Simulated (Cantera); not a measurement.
# Equilibrium for silicon nitride deposition: Si2Cl6 + NH3 + H2 + N2

Input: 1 mol Si2Cl6, 0.13 mol NH3, 4.6 mol H2, a varied amount of N2, held at 1077 °C and 5.30 Pa.

Cantera equilibrium calculation (NASA polynomials, part measured and part estimated; ideal gas, pure solids and liquids). Candidate condensed phases: NH4Cl, Si, Si3N4; 28 gas species. The feed counts by its element totals alone. The tables' values for SiCl3, SiCl are old estimates; treat these amounts as uncertain. Kinetics and transport are ignored.

From 0.34 mol N2 to 0.39 mol N2 nothing is condensed. From 0.45 mol N2 to 2 mol N2 the condensed part is Si3N4(s). The main Si-bearing gas is SiCl2 throughout.

```tsv
n(N2) (mol)	log p H2	log p HCl	log p SiCl2	log p N2	n Si3N4(s)
0.34	-4.61	-4.90	-4.90	-5.58	0
0.39	-4.61	-4.90	-4.90	-5.53	0
0.45	-4.61	-4.90	-4.90	-5.49	0.00468
0.53	-4.62	-4.89	-4.91	-5.44	0.0135
0.61	-4.63	-4.88	-4.92	-5.40	0.0216
0.71	-4.63	-4.87	-4.93	-5.35	0.0308
0.83	-4.64	-4.87	-4.95	-5.30	0.0409
0.96	-4.65	-4.86	-4.96	-5.25	0.0507
1.1	-4.66	-4.86	-4.97	-5.20	0.0601
1.3	-4.67	-4.85	-4.99	-5.14	0.0720
1.5	-4.69	-4.85	-5.01	-5.09	0.0824
1.8	-4.70	-4.85	-5.03	-5.03	0.0958
2	-4.71	-4.85	-5.04	-4.99	0.103
```
log p: log10 of the partial pressure in bar; n: condensed amount in mol.
